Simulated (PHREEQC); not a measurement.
A solution holds 1.9 mmol/kgw H2SO4 and 48 mmol/kgw KNO3, at 25 °C. Closed to the air; pH follows from the charge balance.

Computed with PHREEQC (ion-association model, phreeqc.dat).

| quantity | before | after |
|---|---|---|
| pH | 2.52 | 2.52 |
| SO4-2 (mol/kgw) | 0.00145 | 0.000267 |
| HSO4- (mol/kgw) | 0.000237 | 2.72e-5 |

Name the change that produced these shifts.
A. KNO3 replaced by Al(NO3)3 at the same molality
B. H2SO4 from 0.0019 to 0.00171 mol/kgw
C. temperature from 25 to 5 °C
D. temperature from 25 to 10 °C
E. 0.0033 mol/kgw H3PO4 added

A, KNO3 replaced by Al(NO3)3 at the same molality

Precipitation was switched off in this run.
